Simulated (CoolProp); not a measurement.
Values from CoolProp's reference Helmholtz-energy equation of state, Lemmon 2016.

Problem. For R365MFC, give the phase and the speed of sound (m/s) at 500 K and 272 kPa.

Solution. 
- 500 K and 272 kPa: gas; speed of sound 168
